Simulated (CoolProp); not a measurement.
A single-stage vapour-compression cycle with trans-2-butene: evaporating at 324.15 K (dew point), condensing at 390.15 K (bubble point), superheat 0 K, subcooling 2 K, compressor efficiency 0.7, no pressure losses. Each further row changes one setting.

Computed with CoolProp (reference Helmholtz-energy equation of state, Lemmon 2005). It is a short technical equation, of lower accuracy than the large ones.

```json
[
 {"case": "as stated", "cooling COP": "2.12", "pressure ratio": "4.20", "discharge temperature (K)": "394.9", "refrigerating effect (kJ/kg)": "177", "volumetric capacity (kJ/m³)": "2070"},
 {"case": "evaporating temperature 329.15 K", "cooling COP": "2.41", "pressure ratio": "3.69", "discharge temperature (K)": "[?]", "refrigerating effect (kJ/kg)": "183", "volumetric capacity (kJ/m³)": "2440"},
 {"case": "condensing temperature 385.15 K", "cooling COP": "2.44", "pressure ratio": "3.83", "discharge temperature (K)": "389.7", "refrigerating effect (kJ/kg)": "192", "volumetric capacity (kJ/m³)": "2250"},
 {"case": "subcooling 7 K", "cooling COP": "2.31", "pressure ratio": "4.20", "discharge temperature (K)": "394.9", "refrigerating effect (kJ/kg)": "192", "volumetric capacity (kJ/m³)": "[?]"},
 {"case": "superheat 10 K", "cooling COP": "2.21", "pressure ratio": "4.20", "discharge temperature (K)": "403.9", "refrigerating effect (kJ/kg)": "[?]", "volumetric capacity (kJ/m³)": "2190"},
 {"case": "compressor efficiency 0.6", "cooling COP": "1.82", "pressure ratio": "4.20", "discharge temperature (K)": "400.1", "refrigerating effect (kJ/kg)": "177", "volumetric capacity (kJ/m³)": "2070"}
]
```

**Question.** What belongs in the gaps?

**Answer.** 
- evaporating temperature 329.15 K, discharge temperature (K): 394.4
- subcooling 7 K, volumetric capacity (kJ/m³): 2260
- superheat 10 K, refrigerating effect (kJ/kg): 195
